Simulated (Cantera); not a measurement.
## Reactions in the system B-F-N-O

Source: NASA polynomial tables (part measured, part estimated), evaluated in Cantera. Values are per mole of reaction as written; species without (g) are pure solids or liquids, kept so even where they would boil at 1 bar.

4 N2(g) + B3O3F3(g) ⇌ 2 BN + BF3(g) + 3 N2O(g)

```tsv
T (K)	ΔH° (kJ)	ΔS° (J/K)	ΔG° (kJ)	log10 K
300	972.4	-165.1	1022.0	-177.93
1775	983.1	-162.7	1271.8	-37.43
1800	983.5	-162.4	1275.9	-37.03
1825	984.0	-162.2	1280.0	-36.63
1850	984.4	-162.0	1284.0	-36.25
1875	984.8	-161.7	1288.1	-35.88
```
